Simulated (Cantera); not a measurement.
A closed system holds: 1 mol SiHCl₃, 0.0054 mol C₂H₄, 6.3 mol H₂, at 0.790 bar.

Cantera equilibrium calculation (NASA polynomials, part measured and part estimated; ideal gas, pure solids and liquids). Candidate condensed phases: C, C₆H₆, C₇H₈, C₈H₁₈, Si, SiC; 109 gas species. Mutual solubility and eutectic melting of coexisting phases are not modelled. The tables' values for SiCl₃, SiCl are old estimates; treat these amounts as uncertain. Gases not in the tables: Si₂H₆ and higher silanes. The numbers say what is thermodynamically allowed, not how fast it happens.

x: gas mole fraction; n: condensed amount in mol.

| T (K) | x H₂ | x HCl | x SiCl₂ | x SiCl₄ | x SiHCl₃ | x H | x SiCl₃ | n Si(s) | n SiC(s) | n Si(l) |
|---|---|---|---|---|---|---|---|---|---|---|
| 1225 | 0.852 | 0.0479 | 0.00658 | 0.0543 | 0.0301 | 3.24e-7 | 0.00672 | 0.227 | 0.0107 | 0 |
| 1325 | 0.829 | 0.0741 | 0.0182 | 0.0416 | 0.0238 | 1.67e-6 | 0.0118 | 0.236 | 0.0107 | 0 |
| 1425 | 0.802 | 0.101 | 0.0382 | 0.0258 | 0.0161 | 6.87e-6 | 0.0159 | 0.218 | 0.0107 | 0 |
| 1525 | 0.778 | ? | ? | ? | ? | ? | 0.0161 | ? | 0.0107 | 0 |
| 1625 | 0.764 | 0.133 | 0.0808 | 0.00483 | 0.00433 | 6.94e-5 | 0.0130 | 0.142 | 0.0107 | 0 |
| 1725 | 0.755 | 0.141 | 0.0907 | 0.00179 | 0.00198 | 0.000182 | 0.00931 | 0 | 0.0107 | 0.131 |
| 1825 | 0.747 | 0.152 | 0.0924 | 0.000714 | 0.000935 | 0.000428 | 0.00655 | 0 | 0.0107 | 0.154 |
| 1925 | 0.740 | 0.161 | 0.0919 | ? | ? | ? | 0.00463 | 0 | 0.0107 | ? |
| 2025 | 0.735 | 0.169 | 0.0902 | 0.000136 | 0.000242 | 0.00186 | 0.00333 | 0 | 0.0107 | 0.204 |
| 2125 | 0.729 | 0.175 | 0.0879 | 6.51e-5 | 0.000133 | 0.00349 | 0.00244 | 0 | 0.0105 | 0.226 |
| 2225 | 0.722 | 0.181 | 0.0852 | 3.30e-5 | 7.67e-5 | 0.00619 | 0.00182 | 0 | 0.00988 | 0.243 |
| 2325 | 0.714 | 0.185 | 0.0822 | 1.75e-5 | 4.58e-5 | 0.0105 | 0.00138 | 0 | 0.00810 | 0.251 |
| 2425 | 0.703 | 0.188 | 0.0787 | 9.64e-6 | 2.82e-5 | 0.0169 | 0.00106 | 0 | 0.00311 | 0.244 |
| 2525 | 0.688 | 0.189 | 0.0746 | 5.44e-6 | 1.76e-5 | 0.0262 | 0.000816 | 0 | 0 | 0.209 |

Q: Fill in the missing entries.

A: 
- 1525, x HCl: 0.121
- 1525, x SiCl₂: 0.0619
- 1525, x SiCl₄: 0.0124
- 1525, x SiHCl₃: 0.00900
- 1525, x H: 2.35e-5
- 1525, n Si(s): 0.179
- 1925, x SiCl₄: 0.000301
- 1925, x SiHCl₃: 0.000463
- 1925, x H: 0.000925
- 1925, n Si(l): 0.180
